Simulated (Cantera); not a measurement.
Charge: 1 mol MgCO3, 0.82 mol SO2, 5.6 mol CO2, held at 13.0 bar.

Method: chemical equilibrium by Gibbs-energy minimisation in Cantera with the NASA 1993 tables (ideal gas, pure condensed phases). Candidate condensed phases: C, Mg, MgCO3, MgO, MgS, MgSO4, S; 26 gas species. Rates play no part.

Q: At 1098 K, list the 3 most abundant gas species with their mole fractions, and the condensed phases.

A: CO2 0.889, SO2 0.111, CO 1.03e-5. Condensed: MgO(s).
